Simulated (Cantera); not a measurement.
Feed: 1 mol Pb, 0.18 mol H2, 0.35 mol N2, held at 1.60 mbar.

Cantera equilibrium calculation (NASA polynomials, part measured and part estimated; ideal gas, pure solids and liquids). Candidate condensed phases: Pb; 11 gas species. Rates play no part.

x: gas mole fraction; n: condensed amount in mol.

```
T (°C)   x N2   x H2  x NH3     x Pb  n Pb(s)  n Pb(l)
------  -----  -----  -----  -------  -------  -------
327     0.660  0.340      ?  3.22e-9     1.00        0
352     0.660  0.340      ?  1.46e-8        0     1.00
377     0.660  0.340      ?  5.85e-8        0     1.00
402     0.660  0.340      ?  2.11e-7        0     1.00
427     0.660  0.340      ?  6.96e-7        0     1.00
452     0.660  0.340      ?  2.11e-6        0    1.000
477     0.660  0.340      ?  5.92e-6        0    1.000
```

Task: Some entries are withheld; supply them.

Result: 
- 327, x NH3: 1.07e-5
- 352, x NH3: 7.08e-6
- 377, x NH3: 4.82e-6
- 402, x NH3: 3.37e-6
- 427, x NH3: 2.41e-6
- 452, x NH3: 1.76e-6
- 477, x NH3: 1.31e-6
